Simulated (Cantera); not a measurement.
Source: NASA polynomial tables (part measured, part estimated), evaluated in Cantera. Values are per mole of reaction as written; species without (g) are pure solids or liquids, kept so even where they would boil at 1 bar.

6 HCl(g) + 4 N(g) + 3 SiH3Cl(g) ⇌ 3 SiHCl3(g) + 4 NH3(g)

```json
[
 {"T (K)": "300", "ΔH° (kJ)": "(withheld)", "ΔS° (J/K)": "(withheld)", "ΔG° (kJ)": "(withheld)", "log10 K": "(withheld)"},
 {"T (K)": "1698", "ΔH° (kJ)": "-2607.7", "ΔS° (J/K)": "-813.2", "ΔG° (kJ)": "-1226.9", "log10 K": "37.74"},
 {"T (K)": "1798", "ΔH° (kJ)": "-2607.9", "ΔS° (J/K)": "-813.3", "ΔG° (kJ)": "-1145.6", "log10 K": "33.28"},
 {"T (K)": "1898", "ΔH° (kJ)": "-2607.9", "ΔS° (J/K)": "-813.3", "ΔG° (kJ)": "-1064.3", "log10 K": "29.29"},
 {"T (K)": "1998", "ΔH° (kJ)": "(withheld)", "ΔS° (J/K)": "(withheld)", "ΔG° (kJ)": "(withheld)", "log10 K": "(withheld)"},
 {"T (K)": "2098", "ΔH° (kJ)": "-2607.5", "ΔS° (J/K)": "-813.1", "ΔG° (kJ)": "-901.6", "log10 K": "22.45"},
 {"T (K)": "2198", "ΔH° (kJ)": "(withheld)", "ΔS° (J/K)": "(withheld)", "ΔG° (kJ)": "(withheld)", "log10 K": "(withheld)"},
 {"T (K)": "2298", "ΔH° (kJ)": "-2606.6", "ΔS° (J/K)": "-812.7", "ΔG° (kJ)": "-739.1", "log10 K": "16.80"},
 {"T (K)": "2398", "ΔH° (kJ)": "(withheld)", "ΔS° (J/K)": "(withheld)", "ΔG° (kJ)": "(withheld)", "log10 K": "(withheld)"}
]
```

**Question.** Some entries are withheld; supply them.

**Answer.** 
- 300, ΔH° (kJ): -2583.9
- 300, ΔS° (J/K): -774.9
- 300, ΔG° (kJ): -2351.4
- 300, log10 K: 409.41
- 1998, ΔH° (kJ): -2607.8
- 1998, ΔS° (J/K): -813.2
- 1998, ΔG° (kJ): -983.0
- 1998, log10 K: 25.70
- 2198, ΔH° (kJ): -2607.1
- 2198, ΔS° (J/K): -812.9
- 2198, ΔG° (kJ): -820.3
- 2198, log10 K: 19.49
- 2398, ΔH° (kJ): -2605.9
- 2398, ΔS° (J/K): -812.4
- 2398, ΔG° (kJ): -657.8
- 2398, log10 K: 14.33
